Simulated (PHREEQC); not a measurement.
Synthetic water in mmol/kgw, 25 °C, pH 3.48, pe 11:

```
constituent  mmol/kgw
-----------  --------
Na               21.1
K             0.00724
Ca               1.94
Mg              0.257
Cl               3.32
S(6)             23.2
Al             0.0328
Cu(2)          0.0798
Br               0.08
```

Valence states are taken as typed.

Model: ion-association model, wateq4f.dat, run in PHREEQC.

Precipitation was switched off in this run.

Estimate the ionic strength.

ionic strength 0.0568 mol/kgw.

In which forms is S present?

SO4-2 90 %, NaSO4- 4.0 %, CaSO4 3.8 %, HSO4- 1.6 %, MgSO4 0.6 % of the S.

Complexes and solids missing from the database can't appear.
